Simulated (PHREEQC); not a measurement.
NaOH is added in steps, without added water, to 1 kg of water holding 0.26 mol H3PO4 and 0.027 mol Na2SeO3, at 41 °C. The system is closed to oxygen. The system is closed to CO2. No solid was allowed to form.

Base run: PHREEQC, ion-association model, wateq4f.dat. Each further column changes one thing. The table gives pH.

```
NaOH added (mol)   base  all activity coefficients set to 1  Debye-Hückel limiting law  Davies equation for every ion  metal-ligand complexes left out
----------------  -----  ----------------------------------  -------------------------  -----------------------------  -------------------------------
0                  1.73                                1.79                       1.72                           1.74                             1.73
0.07125            2.11                                2.20                       2.05                           2.11                             2.11
0.1425             2.51                                2.64                       2.43                           2.52                             2.51
0.2375             4.95                                5.25                       4.61                           4.98                             5.00
0.3088             6.22                                6.57                       5.73                           6.29                             6.28
0.38               6.68                                7.04                       6.07                           6.78                             6.74
0.4512             7.23                                7.60                       6.50                           7.34                             7.28
0.5225             9.51                               10.41                       8.13                           9.78                             9.45
0.6175            11.03                               12.05                       9.19                          11.54                            10.95
0.6887            11.43                               12.36                       9.43                          12.00                            11.35
0.76              11.81                               12.57                       9.99                          12.33                            11.76
```

The ionic strength passes 0.7 mol/kgw, the rough limit of the ion-association models, in part of: base; all activity coefficients set to 1; Debye-Hückel limiting law; Davies equation for every ion; metal-ligand complexes left out. H3PO4, which wateq4f.dat lacks, is added to it with the constant of phreeqc.dat. Away from 25 °C the constants follow the database's enthalpies or fits; those with neither stay at their 25 °C values.
